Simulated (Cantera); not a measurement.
Input: 1 mol Si3N4, 1.1 mol H2, 31 mol N2, 2.4 mol Cl2, equilibrated at 977 °C and 0.270 bar.

Method: chemical equilibrium by Gibbs-energy minimisation in Cantera with the NASA 1993 tables (ideal gas, pure condensed phases). Candidate condensed phases: NH4Cl, Si, Si3N4; 28 gas species. The tables' values for SiCl3 are old estimates; treat these amounts as uncertain. Kinetics and transport are ignored.

Base state: N2 0.920, HCl 0.0526, SiCl4 0.0214, H2 0.00579, SiCl3 0.000479, SiHCl3 8.40e-5, SiCl2 7.65e-5 (mole fractions); condensed: Si3N4(s).

Q: What changes in the equilibrium state with this change: temperature from 977 °C to 1727 °C?

A: 
```json
[
 {"species": "N2", "before": "0.920", "after": "0.902"},
 {"species": "SiCl2", "before": "7.65e-5", "after": "0.0533"},
 {"species": "HCl", "before": "0.0526", "after": "0.0233"},
 {"species": "SiCl4", "before": "0.0214", "after": "2.53e-5"},
 {"species": "H2", "before": "0.00579", "after": "0.0188"},
 {"species": "SiCl", "before": "<1e-9", "after": "0.000326"},
 {"species": "Si", "before": "<1e-9", "after": "0.000124"},
 {"species": "Si3N4(s), mol", "before": "0.748", "after": "0.344"}
]
```
The tables' values for SiCl3, SiCl, SiN are old estimates; treat these amounts as uncertain.

Q: What changes in the equilibrium state with this change: H2 from 1.1 to 7.7 mol?

A: 
```json
[
 {"species": "N2", "before": "0.920", "after": "0.755"},
 {"species": "H2", "before": "0.00579", "after": "0.131"},
 {"species": "HCl", "before": "0.0526", "after": "0.113"},
 {"species": "SiCl4", "before": "0.0214", "after": "0.001000"},
 {"species": "SiCl3", "before": "0.000479", "after": "4.96e-5"},
 {"species": "SiCl2", "before": "7.65e-5", "after": "1.76e-5"},
 {"species": "SiHCl3", "before": "8.40e-5", "after": "4.15e-5"},
 {"species": "Si3N4(s), mol", "before": "0.748", "after": "0.985"}
]
```
